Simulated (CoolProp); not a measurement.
Model: reference Helmholtz-energy equation of state, Wu 2011, in CoolProp.

Problem. For dimethyl ether, give the phase and the speed of sound (m/s), Joule-Thomson coefficient (K/MPa), expansivity (1/kK), fugacity coefficient at 108.35 °C and 5.9 MPa; 169.85 °C and 5.9 MPa.

Solution. 
- 108.35 °C and 5.9 MPa: liquid; speed of sound 420, Joule-Thomson coefficient 0.944, expansivity 6.79, fugacity coefficient 0.488
- 169.85 °C and 5.9 MPa: supercritical; speed of sound 223, Joule-Thomson coefficient 8.37, expansivity 8.26, fugacity coefficient 0.735
